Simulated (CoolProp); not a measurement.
Saturation properties of ethylene.

The numbers come from the reference Helmholtz-energy equation of state, Smukala 2000 in CoolProp.

| T (K) | p (MPa) | vapour density (kg/m³) | enthalpy of vaporisation (kJ/kg) |
|---|---|---|---|
| 189.9 | 0.2941 | 5.620 | 450.4 |
| 200 | 0.4555 | 8.494 | 432.4 |
| 210.1 | 0.6748 | 12.39 | 412.7 |
| 220.3 | 0.9663 | 17.63 | 390.3 |
| 230.4 | 1.336 | 24.49 | 365.3 |
| 240.5 | 1.798 | 33.58 | 336.3 |
| 250.6 | 2.367 | 45.81 | 302.1 |
| 260.8 | 3.063 | 63.16 | 259.3 |

It boils at 169.4 K under 1 atm.
